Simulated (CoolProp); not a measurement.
Tetrahydrofuran at several states: fugacity coefficient from the reference equation and from simpler models built on Tc = 267.0 °C, pc = 5.304 MPa, ω = 0.234; each cubic takes its own stable root.

Values from CoolProp's reference Helmholtz-energy equation of state, Fiedler 2023.

```
T (°C)  p (MPa)   phase  reference
------  -------  ------  ---------
205.15   0.0957     gas     0.9910
113.75     7.72  liquid    0.05706
-76.35   0.0126  liquid   0.001157
256.35    0.298     gas     0.9798
```

Q: How far does each simpler model (van der Waals, Soave-Redlich-Kwong) lie from the reference over these 4 states: mean and median of the absolute difference, and the worst?

A: 
- van der Waals: mean 20641.6 %, median 105.9 %, worst +82354.6 % at -76.35 °C and 0.0126 MPa
- Soave-Redlich-Kwong: mean 0.7 %, median 0.3 %, worst +2.1 % at 113.75 °C and 7.72 MPa
